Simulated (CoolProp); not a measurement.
CH2F2 (R32) along the isotherm 49.05 °C: density (kg/m³) from the reference equation and from simpler models built on Tc = 78.1 °C, pc = 5.783 MPa, ω = 0.277; each cubic takes its own stable root.

Computed with CoolProp (reference Helmholtz-energy equation of state, Tillner-Roth 1997).

| p (MPa) | phase | reference | van der Waals | Redlich-Kwong | Soave-Redlich-Kwong | Peng-Robinson |
|---|---|---|---|---|---|---|
| 0.0274 | gas | 0.5334 | 0.5330 | 0.5332 | 0.5332 | 0.5334 |
| 0.0488 | gas | 0.9519 | 0.9506 | 0.9512 | 0.9513 | 0.9517 |
| 0.0867 | gas | 1.697 | 1.693 | 1.695 | 1.695 | 1.696 |
| 0.154 | gas | 3.034 | 3.020 | 3.026 | 3.027 | 3.031 |
| 0.274 | gas | 5.460 | (withheld) | 5.435 | 5.440 | 5.451 |
| 0.488 | gas | 9.933 | 9.787 | 9.849 | (withheld) | 9.901 |
| 0.867 | gas | 18.37 | 17.87 | 18.08 | 18.14 | 18.26 |
| 1.54 | gas | (withheld) | 33.50 | 34.29 | 34.52 | 34.96 |
| 2.74 | gas | 77.87 | (withheld) | 71.33 | 72.82 | (withheld) |
| 4.88 | liquid | 868.2 | (withheld) | 613.5 | 645.0 | 728.1 |
| 8.67 | liquid | 903.6 | 506.3 | 664.4 | 686.8 | 773.0 |

Task: Some entries are withheld; supply them.

Result: 
- 0.274, van der Waals: 5.416
- 0.488, Soave-Redlich-Kwong: 9.865
- 1.54, reference: 35.44
- 2.74, van der Waals: 67.55
- 2.74, Peng-Robinson: 74.72
- 4.88, van der Waals: 458.3
